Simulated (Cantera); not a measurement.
A perfectly stirred reactor is fed with H₂ : O₂ : N₂ = 1 : 1.06 : 2.98 (molar parts), equivalence ratio 0.47, at 0.670 bar; it is adiabatic with a 698 K inlet, and is followed from long to short residence time, starting on the burning branch (τ in s: 0.097, 0.037, 0.014, 0.0056, 0.0022, 0.00083, 0.00032, 0.00012, 4.8e-05, 1.9e-05, 7.1e-06).

Computed with Cantera and GRI-Mech 3.0 (53 species, 325 reactions).

x: mole fraction; the columns are a selection and need not sum to one.

```json
[
 {"τ (s)": "0.097", "T (K)": "2122", "x H₂": "0.000672", "x O₂": "0.121", "x NO": "0.000824", "x HO₂": "4.02e-6", "x O": "0.000865", "x H": "0.000142"},
 {"τ (s)": "0.037", "T (K)": "2117", "x H₂": "0.000878", "x O₂": "0.121", "x NO": "0.000404", "x HO₂": "4.10e-6", "x O": "0.00111", "x H": "0.000209"},
 {"τ (s)": "0.014", "T (K)": "2103", "x H₂": "0.00136", "x O₂": "0.121", "x NO": "0.000219", "x HO₂": "[?]", "x O": "0.00171", "x H": "0.000402"},
 {"τ (s)": "0.0056", "T (K)": "2077", "x H₂": "0.00229", "x O₂": "0.120", "x NO": "0.000128", "x HO₂": "[?]", "x O": "0.00286", "x H": "0.000891"},
 {"τ (s)": "0.0022", "T (K)": "2032", "x H₂": "0.00395", "x O₂": "0.119", "x NO": "7.13e-5", "x HO₂": "[?]", "x O": "0.00494", "x H": "0.00210"},
 {"τ (s)": "0.00083", "T (K)": "1957", "x H₂": "0.00668", "x O₂": "0.118", "x NO": "3.98e-5", "x HO₂": "[?]", "x O": "0.00836", "x H": "0.00493"},
 {"τ (s)": "0.00032", "T (K)": "1848", "x H₂": "0.0104", "x O₂": "0.118", "x NO": "2.81e-5", "x HO₂": "[?]", "x O": "0.0128", "x H": "0.0103"},
 {"τ (s)": "0.00012", "T (K)": "1700", "x H₂": "0.0153", "x O₂": "0.119", "x NO": "2.14e-5", "x HO₂": "[?]", "x O": "0.0174", "x H": "0.0194"},
 {"τ (s)": "4.8e-5", "T (K)": "1534", "x H₂": "0.0231", "x O₂": "0.124", "x NO": "1.31e-5", "x HO₂": "[?]", "x O": "0.0193", "x H": "0.0303"},
 {"τ (s)": "1.9e-5", "T (K)": "1316", "x H₂": "0.0522", "x O₂": "0.142", "x NO": "3.72e-6", "x HO₂": "[?]", "x O": "0.0138", "x H": "0.0366"},
 {"τ (s)": "7.1e-6", "T (K)": "698", "x H₂": "0.198", "x O₂": "0.210", "x NO": "<1e-12", "x HO₂": "<1e-12", "x O": "<1e-12", "x H": "<1e-12"}
]
```

Fill in the missing entries.


- 0.014, x HO₂: 4.48e-6
- 0.0056, x HO₂: 5.67e-6
- 0.0022, x HO₂: 8.50e-6
- 0.00083, x HO₂: 1.41e-5
- 0.00032, x HO₂: 2.29e-5
- 0.00012, x HO₂: 3.50e-5
- 4.8e-5, x HO₂: 4.96e-5
- 1.9e-5, x HO₂: 7.49e-5
